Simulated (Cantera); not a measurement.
Input: 1 mol SiH₂Cl₂, 140 mol H₂, 0.2 mol HCl, at 0.0830 bar.

Cantera equilibrium calculation (NASA polynomials, part measured and part estimated; ideal gas, pure solids and liquids). Candidate condensed phases: Si; 19 gas species. Kinetics and transport are ignored.

Task: What share of the Si ends up in condensed phases as a function of T (K), at 873, 923, 973, 1023, 1073, 1123, 1173, 1223, 1273, 1323, 1373, 1423, 1473, 1523?

Result: 
```json
[
 {"T (K)": "873", "Si condensed (%)": "46.5", "as": "Si(s)"},
 {"T (K)": "923", "Si condensed (%)": "52.6", "as": "Si(s)"},
 {"T (K)": "973", "Si condensed (%)": "60.5", "as": "Si(s)"},
 {"T (K)": "1023", "Si condensed (%)": "69.6", "as": "Si(s)"},
 {"T (K)": "1073", "Si condensed (%)": "78.5", "as": "Si(s)"},
 {"T (K)": "1123", "Si condensed (%)": "85.2", "as": "Si(s)"},
 {"T (K)": "1173", "Si condensed (%)": "89.1", "as": "Si(s)"},
 {"T (K)": "1223", "Si condensed (%)": "90.7", "as": "Si(s)"},
 {"T (K)": "1273", "Si condensed (%)": "91.3", "as": "Si(s)"},
 {"T (K)": "1323", "Si condensed (%)": "91.3", "as": "Si(s)"},
 {"T (K)": "1373", "Si condensed (%)": "91.2", "as": "Si(s)"},
 {"T (K)": "1423", "Si condensed (%)": "91.0", "as": "Si(s)"},
 {"T (K)": "1473", "Si condensed (%)": "90.7", "as": "Si(s)"},
 {"T (K)": "1523", "Si condensed (%)": "90.4", "as": "Si(s)"}
]
```
